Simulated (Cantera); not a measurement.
Input (Python, Cantera) and output of one run.

```python
import numpy as np
import cantera as ct

gas_names = """
    C CN CO CO2 C2 CCN CNC C2N2 C2O C3 C3O2 C4 C4N2 C5 N NCO NO NO2 NO3 N2 N2O O O2 O3 Pb PbO Pb2
""".split()
cond_names = """
    C(gr) Pb(cr) Pb(L) PbO(rd) PbO(yw) PbO(L) PbO2(s) Pb3O4(s)
""".split()


# ... load() reads the species with a 1 bar reference pressure and builds the phases ...
atoms = {
    'PbO': {'Pb': 1, 'O': 1},
    'CO': {'C': 1, 'O': 1},
    'N2': {'N': 2},
}
top_T = {'C(gr)': 4500, 'Pb3O4(s)': 820}  # K; cautious upper limits of use, not melting points


# ... equilibrate(T, P, feed) seeds the gas with the atoms and calls Mixture.equilibrate('TP', solver="vcs", rtol=1e-11, max_steps=5000) ...
results = []
feed = {'PbO': 1, 'CO': 0.035, 'N2': 40}  # mol
T = 1275  # K
P = 24000  # Pa
mix = equilibrate(T, P, feed)
results.append((T, P, feed, dict(zip(mix.species_names, mix.species_moles))))
print(gas.report(threshold=1e-06))
for i in range(1, mix.n_phases):
    print(f"{mix.phase(i).name:16s} {mix.phase_moles(i):12.5e} mol")
```

It prints:

```
       temperature   1275 K
          pressure   24000 Pa
           density   0.064347 kg/m^3
  mean mol. weight   28.422 kg/kmol
   phase of matter   gas

                          1 kg             1 kmol
                     ---------------   ---------------
          enthalpy        1.0753e+06        3.0561e+07  J
   internal energy        7.0227e+05         1.996e+07  J
           entropy              8740        2.4841e+05  J/K
    Gibbs function       -1.0068e+07       -2.8616e+08  J
 heat capacity c_p              1195             33965  J/K
 heat capacity c_v            902.47             25650  J/K

                      mass frac. Y      mole frac. X     chem. pot. / RT
                     ---------------   ---------------   ---------------
               CO2         0.0013507        0.00087233            -75.01
                NO        2.0051e-06        1.8993e-06           -33.899
                N2            0.9827           0.99703           -26.957
                O2        5.9943e-06        5.3245e-06            -40.84
                Pb         0.0064507        0.00088486           -12.854
               PbO          0.009486         0.0012079           -33.274
     [  +21 minor]        1.8131e-07        7.9119e-08

C(gr)             0.00000e+00 mol
Pb(L)             0.00000e+00 mol
PbO(L)            9.16037e-01 mol
```

Cantera equilibrium calculation (NASA polynomials, part measured and part estimated; ideal gas, pure solids and liquids). Gases not in the tables: (PbO)n polymers.
